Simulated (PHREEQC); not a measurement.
# Copper plating or etch bath: speciation

Make-up at 25 °C: 0.35 mol/kgw CuCl2, 0.22 mol/kgw HCl and 0.00081 mol/kgw FeCl3. Closed to the air; pH follows from the charge balance.

All values are PHREEQC results (ion-association model, phreeqc.dat), not measurements.

Each row changes one thing in this solution. Precipitation was switched off in this run.

```csv
case,pH,ionic strength (mol/kgw),Cl- (mol/kgw)
as made,0.79,1.03,0.793
HCl left out,3.42,0.850,0.596
CuCl2 left out,(withheld),0.223,0.222
FeCl3 replaced by KCl at the same molality,0.79,1.03,0.792
FeCl3 from 0.00081 to 0.00162 mol/kgw,0.79,1.03,0.794
temperature from 25 to 80 °C,0.79,0.684,(withheld)
temperature from 25 to 10 °C,0.79,(withheld),0.846
HCl from 0.22 to 0.022 mol/kgw,1.78,0.868,0.616
FeCl3 replaced by LiCl at the same molality,0.79,1.03,0.792
```

Task: Fill in the missing entries.

Result: 
- CuCl2 left out, pH: 0.76
- temperature from 25 to 80 °C, Cl- (mol/kgw): 0.608
- temperature from 25 to 10 °C, ionic strength (mol/kgw): 1.13

The ionic strength passes 0.7 mol/kgw, the rough limit of the ion-association models, in as made; HCl left out; FeCl3 replaced by KCl at the same molality; FeCl3 from 0.00081 to 0.00162 mol/kgw; temperature from 25 to 10 °C; HCl from 0.22 to 0.022 mol/kgw; FeCl3 replaced by LiCl at the same molality. Some of these states are supersaturated (in Hematite (slow to form), Goethite (slow to form), for instance). Constants without temperature data keep their 25 °C values here.
